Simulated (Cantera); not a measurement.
A closed system holds: 1 mol CH3SiCl3, 0.53 mol HCl, 96 mol H2, equilibrated at 1.00 Torr.

These are equilibrium values from Cantera (NASA tables, ideal gas, pure condensed phases), not measurements of a reactor. Candidate condensed phases: C, C6H6, C7H8, C8H18, Si, SiC; 109 gas species. The feed counts by its element totals alone. The numbers say what is thermodynamically allowed, not how fast it happens. All values below are at 1448 K.

Base state: H2 0.964, HCl 0.0354, H 0.000248, SiCl2 2.36e-5 (mole fractions); condensed: C(graphite) + SiC(s).

### Question
What changes in the equilibrium state with this change: CH3SiCl3 replaced by SiCl4?

### Answer
```
species             before     after
----------------  --------  --------
H2                   0.964     0.958
HCl                 0.0354    0.0371
SiCl2              2.36e-5   0.00441
SiCl3              1.10e-7   2.15e-5
H                 0.000248  0.000247
C(graphite), mol   0.00104         0
SiC(s), mol          0.998         0
Si(s), mol               0     0.562
```
The tables' values for SiCl3 are old estimates; treat these amounts as uncertain.
